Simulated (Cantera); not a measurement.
Catalytic stagnation flow on Pt

A jet of H2 : O2 : N2 = 0.021 : 0.15 : 0.79 (molar parts), equivalence ratio 0.070 at 300 K and 15.8 Torr hits a platinum plate 2.6 cm away at a mass flux of 0.051 kg/m²/s; the plate temperature is set and raised in steps from an oxygen-covered start.

Cantera simulation using Deutschmann's 1995 Pt surface mechanism with GRI-Mech 3.0 gas chemistry; the numbers are that mechanism's predictions, not measurements. Catalytic surfaces can have several steady states; this one follows from the mechanism file's or the stated starting coverage.

| plate T (K) | wall x H2 | wall x O2 | wall x H2O | wall x OH | θ free Pt | θ O* | θ OH* |
|---|---|---|---|---|---|---|---|
| 700 | 0.00627 | 0.140 | 0.0296 | <1e-8 | 0.0887 | 0.910 | 0.00144 |
| 750 | 0.00554 | 0.139 | 0.0308 | <1e-8 | 0.109 | 0.890 | 0.00117 |
| 800 | 0.00448 | 0.138 | 0.0326 | <1e-8 | 0.149 | 0.850 | 0.00103 |
| 850 | 0.00355 | 0.137 | 0.0342 | 2.17e-8 | 0.205 | 0.794 | 0.000921 |
| 900 | 0.00289 | 0.136 | 0.0353 | 6.85e-8 | 0.271 | 0.728 | 0.000819 |
| 950 | 0.00243 | 0.136 | 0.0360 | 1.92e-7 | 0.340 | 0.659 | 0.000719 |
x: mole fraction at the wall; θ: surface coverage.
